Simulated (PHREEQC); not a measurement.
Dissolve 0.012 mol CuSO4 and 0.00011 mol HBF4 per kg of water at 25 °C. Closed to the air; pH follows from the charge balance.

All values are PHREEQC results (ion-association model, phreeqc.dat), not measurements.

Precipitation was switched off in this run.

Q: Order these S species by the share of S that they hold, largest first: SO4-2, HSO4-, CuSO4.

A: SO4-2 (68 %), CuSO4 (31 %), HSO4- (0.87 %)

Q: Order these F species by the share of F that they hold, largest first: HF, CuF+, F-.

A: F- (74 %), HF (20 %), CuF+ (5.9 %)

The pH is 3.67 and the ionic strength 0.0331 mol/kgw. Real BF4- forms and hydrolyses slowly; the run takes it at equilibrium.
